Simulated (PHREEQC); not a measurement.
# Copper plating or etch bath

Consider water at 25 °C with 0.012 mol Cu(BF4)2 and 0.0011 mol HCl per kg of water. Closed to the air; pH follows from the charge balance.

Equilibrium calculation in PHREEQC: ion-association model, phreeqc.dat.

Each row changes one thing in this solution. No solid was allowed to form.

```json
[
 {"case": "as made", "pH": "2.72", "ionic strength (mol/kgw)": "0.0377", "BF4- (mol/kgw)": "0.0208", "HF (mol/kgw)": "0.00505", "F- (mol/kgw)": "0.00214", "BF3OH- (mol/kgw)": "0.00150"},
 {"case": "diluted 2-fold with water", "pH": "2.84", "ionic strength (mol/kgw)": "0.0193", "BF4- (mol/kgw)": "0.00961", "HF (mol/kgw)": "0.00401", "F- (mol/kgw)": "0.00213", "BF3OH- (mol/kgw)": "0.000877"},
 {"case": "HCl replaced by NaCl at the same molality", "pH": "2.84", "ionic strength (mol/kgw)": "0.0382", "BF4- (mol/kgw)": "0.0206", "HF (mol/kgw)": "0.00470", "F- (mol/kgw)": "0.00264", "BF3OH- (mol/kgw)": "0.00160"},
 {"case": "HCl from 0.0011 to 0.0022 mol/kgw", "pH": "2.60", "ionic strength (mol/kgw)": "0.0384", "BF4- (mol/kgw)": "0.0209", "HF (mol/kgw)": "0.00538", "F- (mol/kgw)": "0.00176", "BF3OH- (mol/kgw)": "0.00142"}
]
```

Species that the database lacks are ignored. Real BF4- forms and hydrolyses slowly; the run takes it at equilibrium.
